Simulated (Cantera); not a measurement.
**N2O furnace oxynitridation**

A perfectly stirred reactor is fed with N2O : O2 = 1 : 0.051 (molar parts), at 1.20 bar; it is held at 1098 K, and followed from long to short residence time.

Cantera simulation using GRI-Mech 3.0 (53 species, 325 reactions); the numbers are that mechanism's predictions, not measurements. GRI-Mech 3.0 was tuned for natural gas; its chemistry of N2O as a main component is partial and can be far from experiment. The mechanism lacks the step 2 NO + O2 → 2 NO2, which can matter for NO2 below about 1400 K. The temperature is held fixed by assumption; the heat of reaction is taken as removed at once.

```tsv
τ (s)	x N2O	x O2	x NO	x O	x N2	x NO2
26	0.281	0.254	0.0203	1.50e-7	0.444	0.000338
9.3	0.487	0.189	0.0169	2.02e-7	0.306	0.000279
3.4	0.690	0.127	0.0107	2.46e-7	0.172	0.000173
1.2	0.834	0.0838	0.00509	2.75e-7	0.0770	7.99e-5
0.44	0.904	0.0628	0.00212	2.88e-7	0.0313	3.08e-5
0.16	0.933	0.0539	0.000815	2.94e-7	0.0119	9.82e-6
0.058	0.945	0.0505	0.000302	2.96e-7	0.00437	2.48e-6
0.021	0.949	0.0493	0.000111	2.96e-7	0.00159	4.80e-7
0.0076	0.951	0.0488	4.02e-5	2.96e-7	0.000576	7.59e-8
```
x: mole fraction; the columns are a selection and need not sum to one.
